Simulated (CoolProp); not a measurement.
Vapour-liquid equilibrium of propane (1) + neopentane (2) at 285.4 K; x and y are mole fractions of (1).

Computed with CoolProp (multi-fluid Helmholtz-energy mixture model, Lemmon 2009 and Lemmon 2006; pair parameters Bell 2016).

```json
[
 {"x": "0.05", "bubble pressure (MPa)": "0.1255", "y at the bubble point": "0.148", "dew pressure at overall composition x (MPa)": "0.1160", "liquid density (mol/L)": "8.435"},
 {"x": "0.125", "bubble pressure (MPa)": "0.1464", "y at the bubble point": "0.322", "dew pressure at overall composition x (MPa)": "[?]", "liquid density (mol/L)": "8.657"},
 {"x": "0.2", "bubble pressure (MPa)": "0.1688", "y at the bubble point": "0.459", "dew pressure at overall composition x (MPa)": "0.1311", "liquid density (mol/L)": "8.888"},
 {"x": "0.275", "bubble pressure (MPa)": "0.1940", "y at the bubble point": "0.573", "dew pressure at overall composition x (MPa)": "0.1401", "liquid density (mol/L)": "9.128"},
 {"x": "0.35", "bubble pressure (MPa)": "0.2231", "y at the bubble point": "[?]", "dew pressure at overall composition x (MPa)": "0.1505", "liquid density (mol/L)": "9.377"},
 {"x": "0.425", "bubble pressure (MPa)": "0.2569", "y at the bubble point": "0.751", "dew pressure at overall composition x (MPa)": "0.1626", "liquid density (mol/L)": "9.633"},
 {"x": "0.5", "bubble pressure (MPa)": "[?]", "y at the bubble point": "0.818", "dew pressure at overall composition x (MPa)": "0.1770", "liquid density (mol/L)": "9.895"},
 {"x": "0.575", "bubble pressure (MPa)": "0.3422", "y at the bubble point": "0.871", "dew pressure at overall composition x (MPa)": "[?]", "liquid density (mol/L)": "10.16"},
 {"x": "0.65", "bubble pressure (MPa)": "[?]", "y at the bubble point": "0.913", "dew pressure at overall composition x (MPa)": "0.2164", "liquid density (mol/L)": "10.43"},
 {"x": "0.725", "bubble pressure (MPa)": "0.4519", "y at the bubble point": "0.945", "dew pressure at overall composition x (MPa)": "0.2449", "liquid density (mol/L)": "10.70"},
 {"x": "0.8", "bubble pressure (MPa)": "0.5138", "y at the bubble point": "0.968", "dew pressure at overall composition x (MPa)": "0.2846", "liquid density (mol/L)": "10.97"},
 {"x": "0.875", "bubble pressure (MPa)": "0.5774", "y at the bubble point": "0.984", "dew pressure at overall composition x (MPa)": "0.3459", "liquid density (mol/L)": "11.22"},
 {"x": "0.95", "bubble pressure (MPa)": "0.6395", "y at the bubble point": "0.995", "dew pressure at overall composition x (MPa)": "0.4635", "liquid density (mol/L)": "11.46"}
]
```

Question: What belongs in the gaps?

Answer: 
- 0.125, dew pressure at overall composition x (MPa): 0.1231
- 0.35, y at the bubble point: 0.670
- 0.5, bubble pressure (MPa): 0.2964
- 0.575, dew pressure at overall composition x (MPa): 0.1945
- 0.65, bubble pressure (MPa): 0.3942

No azeotrope shows between x = 0.05 and 0.95.

The pair parameters rest on a limited set of measurements; away from them the model extrapolates.
